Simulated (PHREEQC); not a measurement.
Make-up at 25 °C: 0.014 mol/kgw HCl, 0.013 mol/kgw CuSO4 and 0.022 mol/kgw Na2SO4. Closed to the air; pH follows from the charge balance.

Computed with PHREEQC (ion-association model, phreeqc.dat).

Each row changes one thing in this solution. Precipitation was switched off in this run.

```tsv
case	pH	ionic strength (mol/kgw)	Na+ (mol/kgw)	SO4-2 (mol/kgw)	Cu+2 (mol/kgw)	HSO4- (mol/kgw)	SI of Halite (NaCl)
as made	2.20	0.0948	0.0423	0.0217	0.00772	0.00641	-5.02
CuSO4 from 0.013 to 0.0026 mol/kgw	2.16	0.0721	0.0425	0.0164	0.00161	?	-4.99
HCl from 0.014 to 0.028 mol/kgw	1.86	0.102	0.0426	0.0179	0.00836	0.0113	-4.72
diluted 10-fold with water	2.97	0.0116	?	0.00297	?	0.000224	-6.88
HCl from 0.014 to 0.007 mol/kgw	2.53	?	0.0421	0.0241	0.00737	0.00340	?
temperature from 25 to 35 °C	2.24	0.0933	0.0422	0.0210	0.00764	0.00705	-5.03
```

Question: What belongs in the gaps?

Answer: 
- CuSO4 from 0.013 to 0.0026 mol/kgw, HSO4- (mol/kgw): 0.00574
- diluted 10-fold with water, Na+ (mol/kgw): 0.00436
- diluted 10-fold with water, Cu+2 (mol/kgw): 0.00103
- HCl from 0.014 to 0.007 mol/kgw, ionic strength (mol/kgw): 0.0919
- HCl from 0.014 to 0.007 mol/kgw, SI of Halite (NaCl): -5.32
